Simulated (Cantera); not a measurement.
Source: NASA polynomial tables (part measured, part estimated), evaluated in Cantera. Values are per mole of reaction as written; species without (g) are pure solids or liquids, kept so even where they would boil at 1 bar.

Fe(OH)3 + Fe = 3 H(g) + Fe2O3

| T (K) | ΔH° (kJ) | ΔS° (J/K) | ΔG° (kJ) | log10 K | condensed phases |
|---|---|---|---|---|---|
| 623 | 672.7 | 326.0 | 469.6 | -39.38 | Fe(OH)3(s), Fe(α), Fe2O3(s) |
| 773 | 677.5 | 332.9 | 420.2 | -28.39 | Fe(OH)3(s), Fe(α), Fe2O3(s) |
| 923 | (withheld) | (withheld) | (withheld) | (withheld) | Fe(OH)3(s), Fe(α), Fe2O3(s) |
| 1073 | (withheld) | (withheld) | (withheld) | (withheld) | Fe(OH)3(s), Fe(α), Fe2O3(s) |
| 1223 | (withheld) | (withheld) | (withheld) | (withheld) | Fe(OH)3(s), Fe(γ), Fe2O3(s) |
| 1373 | 679.0 | 335.5 | 218.3 | -8.31 | Fe(OH)3(s), Fe(γ), Fe2O3(s) |

Some entries are withheld; supply them.


- 923, ΔH° (kJ): 681.7
- 923, ΔS° (J/K): 337.9
- 923, ΔG° (kJ): 369.9
- 923, log10 K: -20.93
- 1073, ΔH° (kJ): 680.7
- 1073, ΔS° (J/K): 337.0
- 1073, ΔG° (kJ): 319.1
- 1073, log10 K: -15.54
- 1223, ΔH° (kJ): 679.4
- 1223, ΔS° (J/K): 335.9
- 1223, ΔG° (kJ): 268.7
- 1223, log10 K: -11.48
